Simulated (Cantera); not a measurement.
## Stirred combustor or abatement burner

A perfectly stirred reactor is fed with H2 : O2 : N2 = 1 : 0.847 : 5 (molar parts), at 100000 Pa; it is adiabatic with a 623 K inlet, and is followed from long to short residence time, starting on the burning branch (τ in s: 0.032, 0.012, 0.0042, 0.0015, 0.00055, 0.0002, 7.1e-05, 2.6e-05, 9.3e-06, 3.4e-06).

Computed with Cantera and the H2/O2 subset of GRI-Mech 3.0, which has no nitrogen chemistry.

| τ (s) | T (K) | x H2 | x O2 | x H2O2 | x H | x H2O | x OH |
|---|---|---|---|---|---|---|---|
| 0.032 | 1712 | 0.000482 | 0.0543 | 1.87e-7 | 8.92e-5 | 0.156 | 0.00176 |
| 0.012 | 1703 | 0.000913 | 0.0542 | 2.81e-7 | 0.000235 | 0.155 | 0.00238 |
| 0.0042 | 1686 | 0.00178 | 0.0542 | 4.32e-7 | 0.000652 | 0.153 | 0.00323 |
| 0.0015 | 1655 | 0.00331 | 0.0544 | 6.73e-7 | 0.00170 | 0.151 | 0.00416 |
| 0.00055 | 1603 | 0.00580 | 0.0550 | 1.10e-6 | 0.00400 | 0.146 | 0.00495 |
| 0.00020 | 1518 | 0.00985 | 0.0568 | 1.99e-6 | 0.00845 | 0.138 | 0.00525 |
| 7.1e-5 | 1387 | 0.0185 | 0.0619 | 3.90e-6 | 0.0150 | 0.125 | 0.00465 |
| 2.6e-5 | 623 | 0.146 | 0.124 | <1e-12 | <1e-12 | <1e-12 | <1e-12 |
| 9.3e-6 | 623 | 0.146 | 0.124 | <1e-12 | <1e-12 | <1e-12 | <1e-12 |
| 3.4e-6 | 623 | 0.146 | 0.124 | <1e-12 | <1e-12 | <1e-12 | <1e-12 |
x: mole fraction; the columns are a selection and need not sum to one.
